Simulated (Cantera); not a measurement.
# ZrO₂ + H₂ + H₂O (hydrogen reduction and annealing atmospheres)

Input: 1 mol ZrO₂, 3.8 mol H₂, 5.1 mol H₂O, equilibrated at 2073.15 K and 3.83 Torr.

Cantera equilibrium calculation (NASA polynomials, part measured and part estimated; ideal gas, pure solids and liquids). Candidate condensed phases: H₂O, Zr, ZrO₂; 12 gas species. Rates play no part.

| Property | Value |
|---|---|
| x(H₂O) | 0.561 |
| x(H₂) | 0.411 |
| x(H) | 0.0236 |
| x(OH) | 0.00367 |
| x(O) | 0.000151 |
| x(O₂) | 8.82e-5 |
| n(ZrO₂(tetragonal)) | 1.00 mol |
| gas amount | 9.025 mol |
| log10 activity of Zr(β) (absent) | -11.68 |
